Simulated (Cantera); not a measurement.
What does this Cantera script print?

```python
import numpy as np
import cantera as ct

gas_names = """
    B BN B2 N N2
""".split()
cond_names = """
    B(b) B(L) BN(s)
""".split()


# ... load() reads the species with a 1 bar reference pressure and builds the phases ...
atoms = {
    'BN': {'B': 1, 'N': 1},
    'N2': {'N': 2},
}
top_T = {'BN(s)': 3200}  # K; cautious upper limits of use, not melting points


# ... equilibrate(T, P, feed) seeds the gas with the atoms and calls Mixture.equilibrate('TP', solver="vcs", rtol=1e-11, max_steps=5000) ...
results = []
feed = {'BN': 1, 'N2': 0.34}  # mol
T = 2825  # K
P = 101325  # Pa
mix = equilibrate(T, P, feed)
results.append((T, P, feed, dict(zip(mix.species_names, mix.species_moles))))
print(gas.report(threshold=1e-05))
for i in range(1, mix.n_phases):
    print(f"{mix.phase(i).name:16s} {mix.phase_moles(i):12.5e} mol")
```

Result:

```
       temperature   2825 K
          pressure   1.0132e+05 Pa
           density   0.12074 kg/m^3
  mean mol. weight   27.99 kg/kmol
   phase of matter   gas

                          1 kg             1 kmol
                     ---------------   ---------------
          enthalpy        3.1125e+06        8.7119e+07  J
   internal energy        2.2734e+06        6.3631e+07  J
           entropy            9452.8        2.6458e+05  J/K
    Gibbs function       -2.3592e+07       -6.6033e+08  J
 heat capacity c_p            1319.9             36944  J/K
 heat capacity c_v            1022.9             28630  J/K

                      mass frac. Y      mole frac. X     chem. pot. / RT
                     ---------------   ---------------   ---------------
                 B        0.00051649         0.0013373           -4.6028
                BN        0.00028172        0.00031774           -18.677
                N2            0.9992           0.99834           -28.148
     [   +2 minor]        2.6856e-06        4.9461e-06

B(L)              9.98606e-01 mol
BN(s)             0.00000e+00 mol
```

Method: chemical equilibrium by Gibbs-energy minimisation in Cantera with the NASA 1993 tables (ideal gas, pure condensed phases).
